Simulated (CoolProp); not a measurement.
Vapour-liquid equilibrium of carbon dioxide (1) + n-pentane (2) at -26.85 °C; x and y are mole fractions of (1).

Values from CoolProp's multi-fluid Helmholtz-energy mixture model, Span 1996 and Thol 2019; pair parameters Kunz 2012.

| x | bubble pressure, mixture model (MPa) | bubble pressure, Raoult's law (MPa) | y, mixture model | y, Raoult's law |
|---|---|---|---|---|
| 0.05 | 0.1213 | 0.08508 | 0.950 | 0.931 |
| 0.2 | 0.5004 | 0.3219 | 0.988 | 0.985 |
| 0.35 | 0.8180 | 0.5587 | 0.993 | 0.993 |
| 0.5 | 1.020 | 0.7955 | 0.994 | 0.996 |
| 0.65 | 1.151 | 1.032 | 0.995 | 0.998 |
| 0.8 | 1.286 | 1.269 | 0.997 | 0.999 |
| 0.95 | 1.493 | 1.506 | 0.999 | 1.000 |

The largest gap from Raoult's law is +55.5 % in bubble pressure, at x = 0.2. No azeotrope shows between x = 0.05 and 0.95.

The pair parameters rest on a limited set of measurements; away from them the model extrapolates. The gap from Raoult's law changes sign with composition, which may be real or a fault of the pair parameters; it wasn't checked against measurements. With so large a gap from Raoult's law the liquid may split in two, which this calculation doesn't test in full.
